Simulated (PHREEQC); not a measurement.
A solution holds 0.0014 mol KH2PO4 and 9.3e-05 mol KOH per kg of water, at 68 °C. It is in equilibrium with CO2 at log p = -3.4 (atm). Otherwise closed; pH follows from the charge balance.

All values are PHREEQC results (ion-association model, phreeqc.dat), not measurements.

### Question
The ionic strength comes out as 0.00159 mol/kgw. What activity coefficients do K+, HPO4-2, H2PO4-, HCO3-, H+ get?

### Answer
K+ 0.95, HPO4-2 0.83, H2PO4- 0.95, HCO3- 0.95, H+ 0.95.

This is a speciation only: nothing precipitates in the calculation. Away from 25 °C the constants follow the database's enthalpies or fits; those with neither stay at their 25 °C values.
